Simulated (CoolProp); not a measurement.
Model: reference Helmholtz-energy equation of state, Aleksandrov 2011, in CoolProp. It is a short technical equation, of lower accuracy than the large ones.

Question: For n-undecane, give the phase and the density (kg/m³), cv (kJ/(kg K)), speed of sound (m/s), Joule-Thomson coefficient (K/MPa) at 431.9 K and 1500 kPa; 341.8 K and 11800 kPa.

Answer: 
- 431.9 K and 1500 kPa: liquid; density 634, cv 2.32, speed of sound 803, Joule-Thomson coefficient -0.255
- 341.8 K and 11800 kPa: liquid; density 714, cv 1.97, speed of sound 1180, Joule-Thomson coefficient -0.395
